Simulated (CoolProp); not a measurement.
Properties of n-pentane along the isotherm 346.85 °C.

Computed with CoolProp (reference Helmholtz-energy equation of state, Thol 2019).

```
p (kPa)          phase       Z  speed of sound (m/s)  Joule-Thomson coefficient (K/MPa)  viscosity (µPa s)  conductivity (mW/(m K))
-------  -------------  ------  --------------------  ---------------------------------  -----------------  -----------------------
421                gas  0.9841                 268.8                              3.576               13.8                     59.0
842                gas  0.9681                 265.0                              3.620               13.6                     59.3
1260               gas  0.9523                 261.2                              3.663               13.4                     59.7
1680               gas  0.9365                 257.5                              3.704               13.2                     60.1
2100               gas  0.9207                 253.9                              3.743               13.1                     60.5
2530               gas  0.9047                 250.2                              3.780               12.9                     61.1
2950               gas  0.8891                 246.8                              3.812               12.8                     61.6
3370     supercritical  0.8737                 243.4                              3.841               12.7                     62.2
3790     supercritical  0.8584                 240.2                              3.864               12.6                     62.9
4210     supercritical  0.8434                 237.2                              3.882               12.6                     63.6
4630     supercritical  0.8286                 234.3                              3.892               12.5                     64.4
5050     supercritical  0.8141                 231.7                              3.893               12.5                     65.3
```

Viscosity comes from a separate model (Quiñones-Cisneros 2006), older than the equation that it now runs on, and unchecked against measurements. Thermal conductivity comes from a separate model (Vassiliou 2015).
